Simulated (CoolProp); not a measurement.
CH2F2 (R32) at 298.15 K and 0.151 MPa is throttled through a valve to 0.0132 MPa with no heat exchange. Each further row changes one setting.

Model: reference Helmholtz-energy equation of state, Tillner-Roth 1997, in CoolProp.

| case | temperature change (K) | final density (kg/m³) |
|---|---|---|
| as stated | ___ | ___ |
| outlet pressure 0.00396 MPa | ___ | ___ |
| outlet pressure 0.0172 MPa | ___ | ___ |

Problem. Some entries are withheld; supply them.

Solution. 
- as stated, temperature change (K): -3.6
- as stated, final density (kg/m³): 0.281
- outlet pressure 0.00396 MPa, temperature change (K): -3.9
- outlet pressure 0.00396 MPa, final density (kg/m³): 0.0842
- outlet pressure 0.0172 MPa, temperature change (K): -3.5
- outlet pressure 0.0172 MPa, final density (kg/m³): 0.366
